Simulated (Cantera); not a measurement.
# NO annealing gas

An isothermal, constant-pressure homogeneous reactor starts with 47.6 % NO, 52.4 % N2, at 1825 K and 0.0260 bar.

Detailed kinetics in Cantera: GRI-Mech 3.0 (53 species, 325 reactions). Radical loss at walls, strong at low pressure, is not modelled.

| t (s) | x NO | x O2 | x N2 | x N2O | x O |
|---|---|---|---|---|---|
| 2.00e-6 | 0.476 | <1e-12 | 0.524 | 3.40e-9 | 3.40e-9 |
| 7.04e-6 | 0.476 | <1e-12 | 0.524 | 1.20e-8 | 1.20e-8 |
| 2.48e-5 | 0.476 | 3.90e-12 | 0.524 | 4.22e-8 | 4.22e-8 |
| 8.73e-5 | 0.476 | 4.84e-11 | 0.524 | 1.48e-7 | 1.48e-7 |
| 0.000307 | 0.476 | 5.98e-10 | 0.524 | 5.22e-7 | 5.22e-7 |
| 0.00108 | 0.476 | 7.43e-9 | 0.524 | 1.82e-6 | 1.82e-6 |
| 0.00381 | 0.476 | 9.24e-8 | 0.524 | 6.27e-6 | 6.29e-6 |
| 0.0134 | 0.476 | 1.31e-6 | 0.524 | 2.02e-5 | 2.13e-5 |
| 0.0472 | 0.476 | 2.55e-5 | 0.524 | 5.31e-5 | 6.41e-5 |
| 0.166 | 0.475 | 0.000264 | 0.524 | 8.24e-5 | 9.51e-5 |
| 0.586 | 0.473 | 0.00125 | 0.525 | 8.39e-5 | 0.000102 |
| 2.06 | 0.466 | 0.00476 | 0.529 | 8.01e-5 | 0.000118 |
| 7.26 | 0.441 | 0.0175 | 0.541 | 6.85e-5 | 0.000162 |
| 25.6 | 0.353 | 0.0612 | 0.585 | 4.03e-5 | 0.000257 |
| 90.0 | 0.152 | 0.162 | 0.686 | 6.67e-6 | 0.000392 |
x: mole fraction; the columns are a selection and need not sum to one.

Equilibrium at this temperature and pressure: NO 0.00472, O2 0.235, N2 0.759, N2O 4.28e-8, O 0.000465 (gas phase only).
